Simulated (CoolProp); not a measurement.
Properties of C2F6 (R116) along the isotherm 397.1 K (Tc = 293.0 K, pc = 3.048 MPa, ω = 0.257).

Values from CoolProp's reference Helmholtz-energy equation of state, Lemmon 2006. It is a short technical equation, of lower accuracy than the large ones.

| p (MPa) | phase | cp (kJ/(kg K)) | speed of sound (m/s) | expansivity (1/kK) | conductivity (mW/(m K)) |
|---|---|---|---|---|---|
| 0.416 | gas | 0.9148 | 158.2 | 2.677 | 22.6 |
| 0.831 | gas | 0.9231 | 156.3 | 2.846 | 22.7 |
| 1.25 | gas | 0.9322 | 154.5 | 3.029 | 22.9 |
| 1.66 | gas | 0.9419 | 152.8 | 3.220 | 23.1 |
| 2.08 | gas | 0.9526 | 151.1 | 3.428 | 23.3 |
| 2.49 | gas | 0.9638 | 149.5 | 3.643 | 23.5 |
| 2.91 | gas | 0.9762 | 148.1 | 3.874 | ? |
| 3.32 | supercritical | 0.9890 | 146.7 | 4.110 | ? |
| 3.74 | supercritical | 1.003 | 145.5 | 4.360 | 24.4 |
| 4.16 | supercritical | 1.018 | 144.4 | 4.616 | ? |
| 4.57 | supercritical | 1.033 | 143.5 | 4.869 | 25.1 |

Question: Some entries are withheld; supply them.

Answer: 
- 2.91, conductivity (mW/(m K)): 23.8
- 3.32, conductivity (mW/(m K)): 24.0
- 4.16, conductivity (mW/(m K)): 24.7

Thermal conductivity comes from a separate model (Huber 2003), an estimate that may be off by 10 % or more.
